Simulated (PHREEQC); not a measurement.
Solution (25 °C): 0.0015 mol HCl, 0.00079 mol ZnSO4 and 7.6e-05 mol MgSO4 per kg of water. Closed to the air; pH follows from the charge balance.

Equilibrium calculation in PHREEQC: ion-association model, phreeqc.dat.

Each row changes one thing in this solution. Precipitation was switched off in this run.

```
case                                  pH  ionic strength (mol/kgw)  Zn+2 (mol/kgw)  SO4-2 (mol/kgw)  HSO4- (mol/kgw)  Mg+2 (mol/kgw)
----------------------------------  ----  ------------------------  --------------  ---------------  ---------------  --------------
as made                             2.88                   0.00451        0.000719         0.000715          7.50e-5         6.94e-5
HCl from 0.0015 to 0.00075 mol/kgw   [?]                       [?]        0.000715         0.000745          3.97e-5         6.89e-5
HCl from 0.0015 to 0.00165 mol/kgw  2.83                   0.00465        0.000720              [?]          8.17e-5         6.95e-5
temperature from 25 to 5 °C         2.87                   0.00459        0.000727         0.000745              [?]         7.18e-5
diluted 5-fold with water           3.54                  0.000965        0.000153         0.000164              [?]         1.48e-5
```

Task: Some entries are withheld; supply them.

Result: 
- HCl from 0.0015 to 0.00075 mol/kgw, pH: 3.17
- HCl from 0.0015 to 0.00075 mol/kgw, ionic strength (mol/kgw): 0.00381
- HCl from 0.0015 to 0.00165 mol/kgw, SO4-2 (mol/kgw): 0.000710
- temperature from 25 to 5 °C, HSO4- (mol/kgw): 5.37e-5
- diluted 5-fold with water, HSO4- (mol/kgw): 4.12e-6

Constants without temperature data keep their 25 °C values here.
